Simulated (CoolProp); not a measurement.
o-xylene along the isotherm 349.8 K: fugacity coefficient from the reference equation and from simpler models built on Tc = 630.3 K, pc = 37.37 bar, ω = 0.312; each cubic takes its own stable root.

Computed with CoolProp (reference Helmholtz-energy equation of state, Zhou 2012).

```json
[
 {"p (bar)": "28.7", "phase": "liquid", "reference": "0.004338", "Redlich-Kwong": "0.01275", "Soave-Redlich-Kwong": "0.004266", "Peng-Robinson": "0.004397"},
 {"p (bar)": "57.5", "phase": "liquid", "reference": "0.002455", "Redlich-Kwong": "0.007369", "Soave-Redlich-Kwong": "0.002454", "Peng-Robinson": "0.002490"},
 {"p (bar)": "86.2", "phase": "liquid", "reference": "0.001856", "Redlich-Kwong": "0.005683", "Soave-Redlich-Kwong": "0.001885", "Peng-Robinson": "0.001883"},
 {"p (bar)": "115", "phase": "liquid", "reference": "0.001576", "Redlich-Kwong": "0.004923", "Soave-Redlich-Kwong": "0.001627", "Peng-Robinson": "0.001600"},
 {"p (bar)": "144", "phase": "liquid", "reference": "0.001427", "Redlich-Kwong": "0.004545", "Soave-Redlich-Kwong": "0.001497", "Peng-Robinson": "0.001449"},
 {"p (bar)": "172", "phase": "liquid", "reference": "0.001348", "Redlich-Kwong": "0.004374", "Soave-Redlich-Kwong": "0.001436", "Peng-Robinson": "0.001370"},
 {"p (bar)": "201", "phase": "liquid", "reference": "0.001307", "Redlich-Kwong": "0.004321", "Soave-Redlich-Kwong": "0.001414", "Peng-Robinson": "0.001328"},
 {"p (bar)": "230", "phase": "liquid", "reference": "0.001294", "Redlich-Kwong": "0.004357", "Soave-Redlich-Kwong": "0.001421", "Peng-Robinson": "0.001315"},
 {"p (bar)": "259", "phase": "liquid", "reference": "0.001301", "Redlich-Kwong": "0.004461", "Soave-Redlich-Kwong": "0.001451", "Peng-Robinson": "0.001323"},
 {"p (bar)": "287", "phase": "liquid", "reference": "0.001323", "Redlich-Kwong": "0.004617", "Soave-Redlich-Kwong": "0.001498", "Peng-Robinson": "0.001346"},
 {"p (bar)": "316", "phase": "liquid", "reference": "0.001360", "Redlich-Kwong": "0.004830", "Soave-Redlich-Kwong": "0.001563", "Peng-Robinson": "0.001384"},
 {"p (bar)": "345", "phase": "liquid", "reference": "0.001409", "Redlich-Kwong": "0.005094", "Soave-Redlich-Kwong": "0.001644", "Peng-Robinson": "0.001434"},
 {"p (bar)": "374", "phase": "liquid", "reference": "0.001470", "Redlich-Kwong": "0.005407", "Soave-Redlich-Kwong": "0.001741", "Peng-Robinson": "0.001497"}
]
```
